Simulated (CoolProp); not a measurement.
The fluid at 466.97 K and 2.74 MPa expands adiabatically to 0.183 MPa with isentropic efficiency 1. The same conditions are run with several fluids, on thermodynamics alone (safety and materials aside).

The numbers come from the reference Helmholtz-energy equation of state of each fluid (R125: Lemmon 2005; carbon dioxide: Span 1996; R507A: Lemmon 2003; n-butane: Bücker 2006; isobutane: Bücker 2006) in CoolProp. Blends and air are pseudo-pure fits.

Problem. Rank R125, carbon dioxide, R507A, n-butane, isobutane by work (kJ/kg), highest first.

Solution. carbon dioxide (179), isobutane (151), n-butane (149), R507A (90.7), R125 (75.9)

```csv
fluid,final temperature (K),final density (kg/m³)
R125,378.0,7.07
carbon dioxide,260.8,3.77
R507A,368.9,5.98
n-butane,380.8,3.44
isobutane,382.6,3.42
```
